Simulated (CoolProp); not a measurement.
Vapour-liquid equilibrium of R227EA (1) + isobutane (2) at 1.11 MPa; x and y are mole fractions of (1).

Values from CoolProp's multi-fluid Helmholtz-energy mixture model, Lemmon 2016 and Bücker 2006; pair parameters Bell 2016.

```
x     bubble temperature, mixture model (°C)  bubble temperature, Raoult's law (°C)  y, mixture model  y, Raoult's law
----  --------------------------------------  -------------------------------------  ----------------  ---------------
0.05                                    65.4                                   70.1             0.130            0.067
0.15                                    58.5                                   68.5             0.296            0.194
0.25                                    54.8                                   67.0             0.395            0.312
0.35                                    52.7                                   65.5             0.464            0.423
0.45                                    51.5                                   64.2             0.520            0.527
0.55                                    50.9                                   62.9             0.574            0.624
0.65                                    50.9                                   61.6             0.633            0.716
0.75                                    51.5                                   60.4             0.704            0.802
0.85                                    53.0                                   59.3             0.795            0.885
0.95                                    55.7                                   58.2             0.920            0.962
```

The largest gap from Raoult's law is -12.8 K in bubble temperature, at x = 0.35. y crosses x between x = 0.55 and 0.65: the model has an azeotrope there.

The pair parameters rest on a limited set of measurements; away from them the model extrapolates.
